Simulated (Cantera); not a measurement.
Mixture: CH4 : C2H6 : C3H8 : O2 : N2 : CO2 = 1 : 0.27 : 0.031 : 6.46 : 24.3 : 2.7 (molar parts), equivalence ratio 0.48, at 28500 Torr, adiabatic and at constant volume. Ignition delay is the time to a rise of 400 K.

Computed with Cantera and GRI-Mech 3.0 (53 species, 325 reactions). The pressure lies above the range GRI-Mech 3.0 was tuned for (to about 10 atm).

Problem. Predict: delay at 1300 K; delay at 1350 K; delay at 1400 K; delay at 1450 K; delay at 1500 K; delay at 1550 K; apparent activation energy between 1450 and 1550 K.

Solution. 
- delay at 1300 K = 0.114 ms
- delay at 1350 K = 62.9 µs
- delay at 1400 K = 36.2 µs
- delay at 1450 K = 21.9 µs
- delay at 1500 K = 13.8 µs
- delay at 1550 K = 9.04 µs
- apparent activation energy between 1450 and 1550 K = 170 kJ/mol
